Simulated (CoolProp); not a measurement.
Vapour-liquid equilibrium of acetone (1) + toluene (2) at 272.3 K; x and y are mole fractions of (1).

Computed with CoolProp (multi-fluid Helmholtz-energy mixture model, Lemmon 2006 and Lemmon 2006; pair parameters Bell 2016).

```
x     bubble pressure (MPa)  y at the bubble point  dew pressure at overall composition x (MPa)  liquid density (mol/L)
----  ---------------------  ---------------------  -------------------------------------------  ----------------------
0.05               0.001754                  0.533                                    0.0009011                   9.770
0.15               0.003118                  0.760                                     0.001002                   10.09
0.25               0.004107                  0.833                                     0.001129                   10.43
0.35               0.004877                  0.871                                     0.001291                   10.80
0.45               0.005525                  0.897                                     0.001509                   11.19
0.55               0.006113                  0.918                                     0.001813                   11.62
0.65               0.006683                  0.936                                     0.002268                   12.07
0.75               0.007263                  0.954                                     0.003017                   12.57
0.85               0.007876                  0.971                                     0.004422                   13.10
0.95               0.008536                  0.990                                     0.007141                   13.69
```

No azeotrope shows between x = 0.05 and 0.95.

The pair parameters rest on a limited set of measurements; away from them the model extrapolates. With so large a gap from Raoult's law the liquid may split in two, which this calculation doesn't test in full.
